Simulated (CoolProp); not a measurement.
Properties of oxygen at several states.

The numbers come from the reference Helmholtz-energy equation of state, Schmidt 1985 in CoolProp. Above 300 K oxygen's equation is extrapolated.

| T (K) | p (bar) | phase | isothermal compressibility (1/MPa) | viscosity (µPa s) | conductivity (mW/(m K)) |
|---|---|---|---|---|---|
| 278.2 | 1.99 | gas | 5.034 | [?] | [?] |
| 134.4 | 47.4 | liquid | 0.009800 | 75.3 | [?] |
| 615.5 | 0.288 | gas | 34.72 | [?] | 48.6 |

### Question
Complete the blanks.

### Answer

- 278.2, viscosity (µPa s): 19.5
- 278.2, conductivity (mW/(m K)): 24.8
- 134.4, conductivity (mW/(m K)): 91.0
- 615.5, viscosity (µPa s): 35.3

Viscosity comes from a separate model (Lemmon 2004). Thermal conductivity comes from a separate model (Lemmon 2004).
